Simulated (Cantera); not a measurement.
Input: 1 mol SiH4, 0.52 mol C3H8, 2.2 mol H2, equilibrated at 2398 K and 9.00 mbar.

These are equilibrium values from Cantera (NASA tables, ideal gas, pure condensed phases), not measurements of a reactor. Candidate condensed phases: C, C6H6, C7H8, C8H18, Si, SiC; 87 gas species. Gases not in the tables: Si2H6 and higher silanes. The numbers say what is thermodynamically allowed, not how fast it happens.

Base state: H2 0.788, H 0.147, Si 0.0444, SiC2 0.00847, C2H2 (acetylene) 0.00544, Si2C 0.00482, SiH 0.00116, Si2 0.000189 (mole fractions); condensed: C(graphite) + SiC(s).

Q: What changes in the equilibrium state with this change: temperature from 2398 K to 1373 K?

A: 
| species | before | after |
|---|---|---|
| H2 | 0.788 | 1.000 |
| CH4 | 9.96e-7 | 4.53e-5 |
| H | 0.147 | 3.51e-5 |
| Si | 0.0444 | <1e-9 |
| SiH2 | 0.000102 | 1.06e-9 |
| SiC2 | 0.00847 | <1e-9 |
| Si2C | 0.00482 | <1e-9 |
| SiH | 0.00116 | <1e-9 |
| Si2 | 0.000189 | <1e-9 |
| C(graphite), mol | 0.786 | 0.560 |
| SiC(s), mol | 0.536 | 1.00 |

Q: What changes in the equilibrium state with this change: temperature from 2398 K to 1250 K?

A: 
```tsv
species	before	after
H2	0.788	1.000
CH4	9.96e-7	9.89e-5
H	0.147	5.10e-6
Si	0.0444	<1e-9
SiC2	0.00847	<1e-9
Si2C	0.00482	<1e-9
SiH	0.00116	<1e-9
Si2	0.000189	<1e-9
C(graphite), mol	0.786	0.559
SiC(s), mol	0.536	1.00
```

Q: What changes in the equilibrium state with this change: temperature from 2398 K to 1075 K?

A: 
```csv
species,before,after
H2,0.788,1.000
CH4,9.96e-7,0.000406
H,0.147,1.55e-7
Si,0.0444,<1e-9
SiC2,0.00847,<1e-9
Si2C,0.00482,<1e-9
SiH,0.00116,<1e-9
C2H2 (acetylene),0.00544,7.52e-9
Si2,0.000189,<1e-9
"C(graphite), mol",0.786,0.557
"SiC(s), mol",0.536,1.00
```
